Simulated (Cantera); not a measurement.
Charge: 1 mol Si2H6, 18 mol NO, 4.5 mol N2, at 0.825 Torr.

Method: chemical equilibrium by Gibbs-energy minimisation in Cantera with the NASA 1993 tables (ideal gas, pure condensed phases). Candidate condensed phases: H2O, Si, SiO2, Si2N2O, Si3N4; 35 gas species. The feed counts by its element totals alone. The tables hold silica as quartz up to 1696 K and as liquid above; real silica turns to tridymite and cristobalite and melts near 1996 K. Rates play no part. All values below are at 1548 K.

Base state: N2 0.613, O2 0.249, H2O 0.136, NO 0.00147, OH 0.000783, O 0.000115, H2 2.89e-5 (mole fractions); condensed: SiO2(β-quartz).

**Question.** What changes in the equilibrium state with this change: Si2H6 replaced by SiH4?

**Answer.** 
```
species                before     after
-------------------  --------  --------
N2                      0.613     0.599
O2                      0.249     0.310
H2O                     0.136    0.0885
H2                    2.89e-5   1.69e-5
OH                   0.000783  0.000668
O                    0.000115  0.000128
NO                    0.00147   0.00163
SiO2(β-quartz), mol      2.00      1.00
```
